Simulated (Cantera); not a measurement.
Equilibrium for silicon epitaxy and polysilicon growth: Si₃H₈ + H₂

Charge: 1 mol Si₃H₈, 12 mol H₂, at 1225 K and 1.40 bar.

Cantera equilibrium calculation (NASA polynomials, part measured and part estimated; ideal gas, pure solids and liquids). Candidate condensed phases: Si; 9 gas species. The feed counts by its element totals alone. The numbers say what is thermodynamically allowed, not how fast it happens.

* **x(H₂)**: 1.000
* **n(Si(s))**: 3.00 mol
* **gas amount**: 16.00 mol
